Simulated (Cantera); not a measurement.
Input: 1 mol toluene, 7.3 mol H₂, held at 1900000 Pa.

Cantera equilibrium calculation (NASA polynomials, part measured and part estimated; ideal gas, pure solids and liquids). Candidate condensed phases: C, C₆H₆, C₇H₈, C₈H₁₈; 76 gas species. The numbers say what is thermodynamically allowed, not how fast it happens. All values below are at 1525 °C.

Base state: H₂ 0.985, CH₄ 0.0143, C₂H₂ (acetylene) 0.000170, H 8.02e-5, C₂H₄ 7.55e-5, CH₃ 2.35e-5 (mole fractions); condensed: C(graphite).

**Question.** What changes in the equilibrium state with this change: 0.0091 mol CO₂ added?

**Answer.** 
```json
[
 {"species": "H₂", "before": "0.985", "after": "0.984"},
 {"species": "CH₄", "before": "0.0143", "after": "0.0142"},
 {"species": "CO", "before": "0", "after": "0.00162"},
 {"species": "C₂H₄", "before": "7.55e-5", "after": "7.53e-5"},
 {"species": "CH₃", "before": "2.35e-5", "after": "2.35e-5"},
 {"species": "C(graphite), mol", "before": "6.84", "after": "6.83"}
]
```
Further candidate phases: H₂O.
